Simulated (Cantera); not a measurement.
Feed: 1 mol borazine, 0.44 mol NH₃, 6.4 mol N₂, held at 1523.15 K and 0.0230 bar.

Cantera equilibrium calculation (NASA polynomials, part measured and part estimated; ideal gas, pure solids and liquids). Candidate condensed phases: B, BN; 15 gas species. The feed counts by its element totals alone. The numbers say what is thermodynamically allowed, not how fast it happens.

Base state: N₂ 0.644, H₂ 0.356, H 9.11e-5 (mole fractions); condensed: BN(s).

Q: What changes in the equilibrium state with this change: temperature from 1523.15 K to 2225 K?

A: 
| species | before | after |
|---|---|---|
| N₂ | 0.644 | 0.636 |
| H₂ | 0.356 | 0.339 |
| H | 9.11e-5 | 0.0249 |
| BH₂ | 3.66e-9 | 0.000205 |
| B | <1e-9 | 6.76e-5 |
| BN(s), mol | 3.00 | 3.00 |
The tables' values for BH₂ are old estimates; treat these amounts as uncertain.
